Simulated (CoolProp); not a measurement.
Nitrous oxide along the isobar 0.596 MPa: density (kg/m³) from the reference equation and from simpler models built on Tc = 309.5 K, pc = 7.245 MPa, ω = 0.161; each cubic takes its own stable root.

The numbers come from the reference Helmholtz-energy equation of state, Lemmon 2006 in CoolProp. It is a short technical equation, of lower accuracy than the large ones.

```tsv
T (K)	phase	reference
268.7	gas	12.31
278.1	gas	11.83
287.6	gas	11.39
297	gas	10.99
306.4	gas	10.61
315.8	gas	10.27
325.3	gas	9.943
334.7	gas	9.642
344.1	gas	9.360
353.5	gas	9.095
362.9	gas	8.845
372.4	gas	8.607
381.8	gas	8.384
```

Question: How far does each simpler model (ideal gas, Redlich-Kwong, Soave-Redlich-Kwong) lie from the reference over these 13 states: mean and median of the absolute difference, and the worst?

Answer: 
- ideal gas: mean 2.7 %, median 2.5 %, worst -4.6 % at 268.7 K and 0.596 MPa
- Redlich-Kwong: mean 0.1 %, median 0.1 %, worst -0.3 % at 268.7 K and 0.596 MPa
- Soave-Redlich-Kwong: mean 0.1 %, median 0.1 %, worst -0.2 % at 268.7 K and 0.596 MPa
